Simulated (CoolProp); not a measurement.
The fluid at 349.05 K and 2.24 MPa is throttled through a valve to 0.817 MPa with no heat exchange. The same conditions are run with several fluids, on thermodynamics alone (safety and materials aside).

Computed with CoolProp (reference Helmholtz-energy equation of state of each fluid (nitrogen: Span 2000; carbon monoxide: Lemmon 2006; hydrogen chloride: Thol 2018; C3F8 (R218): Lemmon 2006; ethane: Bücker 2006)).

| fluid | temperature change (K) | final density (kg/m³) |
|---|---|---|
| nitrogen | -2.0 | 7.92 |
| carbon monoxide | -2.4 | 7.94 |
| hydrogen chloride | -16.0 | 11.1 |
| C3F8 (R218) | -18.3 | 64.4 |
| ethane | -11.3 | 9.13 |
